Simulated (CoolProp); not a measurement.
Saturation properties of fluorine.

The numbers come from the reference Helmholtz-energy equation of state, de Reuck 1990 in CoolProp.

```json
[
 {"T (K)": "115", "p (MPa)": "1.221", "vapour density (kg/m³)": "59.39", "enthalpy of vaporisation (kJ/kg)": "136.8", "liquid cp (kJ/(kg K))": "1.752"},
 {"T (K)": "118.2", "p (MPa)": "1.476", "vapour density (kg/m³)": "72.05", "enthalpy of vaporisation (kJ/kg)": "131.1", "liquid cp (kJ/(kg K))": "1.814"},
 {"T (K)": "121.4", "p (MPa)": "1.766", "vapour density (kg/m³)": "87.03", "enthalpy of vaporisation (kJ/kg)": "124.9", "liquid cp (kJ/(kg K))": "1.896"},
 {"T (K)": "124.6", "p (MPa)": "2.095", "vapour density (kg/m³)": "104.9", "enthalpy of vaporisation (kJ/kg)": "118.0", "liquid cp (kJ/(kg K))": "2.005"},
 {"T (K)": "127.8", "p (MPa)": "2.466", "vapour density (kg/m³)": "126.3", "enthalpy of vaporisation (kJ/kg)": "110.3", "liquid cp (kJ/(kg K))": "2.158"},
 {"T (K)": "130.9", "p (MPa)": "2.869", "vapour density (kg/m³)": "151.6", "enthalpy of vaporisation (kJ/kg)": "101.7", "liquid cp (kJ/(kg K))": "2.379"},
 {"T (K)": "134.1", "p (MPa)": "3.334", "vapour density (kg/m³)": "184.3", "enthalpy of vaporisation (kJ/kg)": "91.40", "liquid cp (kJ/(kg K))": "2.746"},
 {"T (K)": "137.3", "p (MPa)": "3.852", "vapour density (kg/m³)": "227.4", "enthalpy of vaporisation (kJ/kg)": "78.72", "liquid cp (kJ/(kg K))": "3.439"},
 {"T (K)": "140.5", "p (MPa)": "4.430", "vapour density (kg/m³)": "290.2", "enthalpy of vaporisation (kJ/kg)": "61.75", "liquid cp (kJ/(kg K))": "5.258"}
]
```

It boils at 85.0 K under 1 atm.
